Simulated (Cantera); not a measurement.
An isothermal, constant-pressure homogeneous reactor starts with C3H8 : H2 = 1 : 32 (molar parts), at 1650 K and 0.0168 atm.

Cantera simulation using GRI-Mech 3.0 (53 species, 325 reactions); the numbers are that mechanism's predictions, not measurements. GRI-Mech 3.0 was tuned for natural gas; its chemistry of propane as a main component is partial and can be far from experiment. GRI-Mech 3.0 stops at C3 and has no aromatics, soot or wall deposition, so with more carbon than oxygen in the feed, carbon stays in small species such as C2H2 where larger ones or solid carbon would form. Radical loss at walls, strong at low pressure, is not modelled.

One state of this run: x C3H8 = 3.55e-5; x H2 = 0.933; x H = 0.00469; x CH2 = 8.54e-6; x CH3 = 0.00355. x: mole fraction; the columns are a selection and need not sum to one.

Q: Which value of t (s) does it belong to?
(A) 6.01
(B) 0.000511
(C) 0.141
(D) 0.00333

A: B, 0.000511
